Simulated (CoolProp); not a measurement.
Vapour-liquid equilibrium of isohexane (1) + benzene (2) at 322.1 K; x and y are mole fractions of (1).

Model: multi-fluid Helmholtz-energy mixture model, Lemmon 2006 and Thol 2012; pair parameters Bell 2016, in CoolProp.

```tsv
x	bubble pressure (MPa)	y at the bubble point	dew pressure at overall composition x (MPa)	liquid density (mol/L)
0.05	0.03945	0.158	0.03615	10.60
0.15	0.04640	0.347	0.03917	10.13
0.25	0.05134	0.461	0.04263	9.695
0.35	0.05512	0.545	0.04654	9.292
0.45	0.05819	0.616	0.05085	8.917
0.55	0.06084	0.682	0.05534	8.569
0.65	0.06319	0.747	0.05960	8.245
0.75	0.06530	0.815	0.06328	7.942
0.85	0.06722	0.886	0.06629	7.658
0.95	0.06896	0.961	0.06871	7.392
```

No azeotrope shows between x = 0.05 and 0.95.

The pair parameters rest on a limited set of measurements; away from them the model extrapolates.
